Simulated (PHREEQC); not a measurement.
Dissolve 29 mmol/kgw NH4BF4 at 25 °C. It is in equilibrium with CO2 at log p = -3.5 (atm). Otherwise closed; pH follows from the charge balance.

All values are PHREEQC results (ion-association model, phreeqc.dat), not measurements.

| quantity | before | after |
|---|---|---|
| pH | 2.85 | 2.67 |
| H3BO3 (mol/kgw) | 0.00126 | 0.00107 |
| HCO3- (mol/kgw) | 3.97e-9 | 2.90e-9 |
| H2BO3- (mol/kgw) | 6.10e-10 | 3.91e-10 |

### Question
What was changed between the two runs?
A. NH4BF4 replaced by H3BO3 at the same molality
B. NH4BF4 from 0.029 to 0.145 mol/kgw
C. NH4BF4 from 0.029 to 0.0029 mol/kgw
D. 0.0004 mol/kgw KF added

### Answer
B, NH4BF4 from 0.029 to 0.145 mol/kgw

This is a speciation only: nothing precipitates in the calculation. Real BF4- forms and hydrolyses slowly; the run takes it at equilibrium.
